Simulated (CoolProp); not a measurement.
R134a along the isotherm -33.85 °C: fugacity coefficient from the reference equation and from simpler models built on Tc = 101.1 °C, pc = 40.59 bar, ω = 0.327; each cubic takes its own stable root.

Computed with CoolProp (reference Helmholtz-energy equation of state, Tillner-Roth 1994).

| p (bar) | phase | reference |
|---|---|---|
| 5.07 | liquid | 0.1359 |
| 10.1 | liquid | 0.06947 |
| 15.2 | liquid | 0.04703 |
| 20.3 | liquid | 0.03587 |
| 25.4 | liquid | 0.02921 |
| 30.4 | liquid | 0.02485 |
| 35.5 | liquid | 0.02168 |
| 40.6 | liquid | 0.01931 |
| 45.7 | liquid | 0.01748 |
| 50.7 | liquid | 0.01605 |
| 55.8 | liquid | 0.01485 |
| 60.9 | liquid | 0.01386 |

Problem. How far does each simpler model (van der Waals, Redlich-Kwong, Soave-Redlich-Kwong, Peng-Robinson) lie from the reference over these 12 states: mean and median of the absolute difference, and the worst?

Solution. 
- van der Waals: mean 608.3 %, median 608.0 %, worst +661.9 % at -33.85 °C and 60.9 bar
- Redlich-Kwong: mean 126.0 %, median 126.1 %, worst +130.4 % at -33.85 °C and 60.9 bar
- Soave-Redlich-Kwong: mean 1.6 %, median 1.6 %, worst +3.1 % at -33.85 °C and 60.9 bar
- Peng-Robinson: mean 1.2 %, median 1.2 %, worst +1.3 % at -33.85 °C and 60.9 bar
